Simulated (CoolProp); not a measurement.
Properties of oxygen along the isobar 26 MPa (Tc = -118.6 °C, pc = 5.046 MPa, ω = 0.022).

Computed with CoolProp (reference Helmholtz-energy equation of state, Schmidt 1985). Above 300 K oxygen's equation is extrapolated.

```csv
T (°C),phase,Z,Joule-Thomson coefficient (K/MPa),fugacity coefficient
-207.05,liquid,1.177,-0.3764,0.0003716
-164.75,liquid,0.8276,-0.3296,0.03930
-122.55,liquid,0.7178,-0.1324,0.2224
-80.25,supercritical,0.7355,0.3603,0.4893
-38.05,supercritical,0.8383,0.8884,0.7094
4.25,supercritical,0.9330,1.004,0.8510
46.55,supercritical,0.9927,0.8993,0.9375
88.75,supercritical,1.028,0.7422,0.9909
```
